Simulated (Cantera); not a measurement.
A closed system holds: 1 mol Si2H6, 0.32 mol H2O, 1.5 mol N2, at 1325 °C and 560 Pa.

Equilibrium computed with Cantera from the NASA thermochemical tables; the gas is ideal and each condensed phase is pure. Candidate condensed phases: H2O, Si, SiO2, Si2N2O, Si3N4; 35 gas species. The feed counts by its element totals alone. Mutual solubility and eutectic melting of coexisting phases are not modelled. Equilibrium is a limit: real reactors are often held back by kinetics, nucleation or transport.

Base state: H2 0.922, N2 0.0763, SiO 0.00127, H 0.000684, Si 1.29e-5 (mole fractions); condensed: Si2N2O(s) + Si3N4(s).

Q: What changes in the equilibrium state with this change: H2O from 0.32 to 3.9 mol?

A: 
```json
[
 {"species": "H2", "before": "0.922", "after": "0.811"},
 {"species": "N2", "before": "0.0763", "after": "0.176"},
 {"species": "SiO", "before": "0.00127", "after": "0.0121"},
 {"species": "H2O", "before": "2.72e-8", "after": "0.000294"},
 {"species": "Si", "before": "1.29e-5", "after": "9.99e-9"},
 {"species": "H", "before": "0.000684", "after": "0.000641"},
 {"species": "Si2N2O(s), mol", "before": "0.315", "after": "0"},
 {"species": "Si3N4(s), mol", "before": "0.455", "after": "0"},
 {"species": "SiO2(β-quartz), mol", "before": "0", "after": "1.90"}
]
```
The tables hold silica as quartz up to 1696 K and as liquid above; real silica turns to tridymite and cristobalite and melts near 1996 K.
